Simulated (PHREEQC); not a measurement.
PHREEQC input (ion-association model, wateq4f.dat):

```
SOLUTION_SPECIES
  PO4-3 + 3H+ = H3PO4  # constants of phreeqc.dat
    -log_k 21.721
    -delta_h -10.1 kJ
SOLUTION 1
  temp 20
  units mol/kgw
  pH 7 charge
END
SELECTED_OUTPUT 1
  -reset false
  -pH true
  -pe true
  -ionic_strength true
  -water true
  -totals C Ca P C(-4) C(4)
  -molalities H+ CO3-2 Ca+2 PO4-3 HPO4-2 H2PO4- CaHPO4 CO2 HCO3- CaOH+
    CaHCO3+ CaCO3 O2 CaPO4- CaH2PO4+ OH- H3PO4
  -equilibrium_phases Hydroxyapatite Aragonite Portlandite
PRINT
  -reset false
USE solution 1
EQUILIBRIUM_PHASES 1
  Hydroxyapatite 0 0.2
  Aragonite 0 0
  Portlandite 0 0
  O2(g) -0.68 10
  CO2(g) -5 10
END
# ... the last block is repeated for the other 10 points of log pCO2 (atm)
```

Selected output (columns that matter, 11 of 11 rows; log pCO2 (atm) added in front):

```
log pCO2 (atm)	pH	mu	C	Ca	P	m_H+	m_Ca+2	m_H2PO4-	m_CO2	m_HCO3-	m_CaHCO3+	m_CaH2PO4+	m_OH-	Hydroxyapatite
-5	8.292	0.00014292	3.2996e-05	4.0771e-05	2.4463e-05	5.1743e-09	4.0172e-05	1.7945e-06	3.9185e-07	3.2297e-05	1.4394e-08	1.5837e-09	1.3482e-06	0.19999
-4.5	7.9926	0.00020709	5.2916e-05	5.989e-05	3.5934e-05	1.0336e-08	5.8889e-05	4.8375e-06	1.2391e-06	5.1403e-05	3.3219e-08	6.1908e-09	6.7859e-07	0.19999
-4	7.6991	0.00030296	8.7171e-05	8.9439e-05	5.3664e-05	2.0383e-08	8.7674e-05	1.2374e-05	3.9183e-06	8.2967e-05	7.8769e-08	2.3265e-08	3.4638e-07	0.19998
-3.5	7.416	0.0004484	0.00015004	0.000136	8.16e-05	3.9274e-08	0.00013284	2.925e-05	1.239e-05	0.00013726	1.9422e-07	8.1961e-08	1.8123e-07	0.19997
-3	7.1423	0.00067746	0.00027222	0.00021178	0.00012707	7.4116e-08	0.00020608	6.37e-05	3.918e-05	0.00023236	4.995e-07	2.712e-07	9.703e-08	0.19996
-2.5	6.8751	0.0010544	0.0005253	0.00033931	0.00020359	1.3799e-07	0.00032891	0.00012935	0.00012389	0.00039989	1.3351e-06	8.5532e-07	5.282e-08	0.19993
-2	6.6119	0.0016975	0.0010915	0.00055984	0.00033591	2.5509e-07	0.0005401	0.00024942	0.00039171	0.00069592	3.6802e-06	2.6128e-06	2.908e-08	0.19989
-1.5	6.3512	0.0028211	0.0024708	0.0009491	0.00056946	4.6989e-07	0.00090917	0.00046521	0.0012384	0.0012218	1.0371e-05	7.8235e-06	1.6156e-08	0.19981
-1	6.093	0.0048162	0.006109	0.0016487	0.00098919	8.6332e-07	0.0015611	0.00085211	0.0039143	0.0021648	2.9647e-05	2.3128e-05	9.062e-09	0.19967
-0.5	5.8376	0.0084053	0.016331	0.0029304	0.0017582	1.581e-06	0.0027218	0.00155	0.012368	0.0038777	8.5457e-05	6.7735e-05	5.1427e-09	0.19941
0	5.5859	0.014946	0.04634	0.0053334	0.0032001	2.8808e-06	0.0048017	0.0028214	0.039051	0.0070409	0.00024731	0.00019669	2.9619e-09	0.19893
```

H3PO4, which wateq4f.dat lacks, is added to it with the constant of phreeqc.dat.
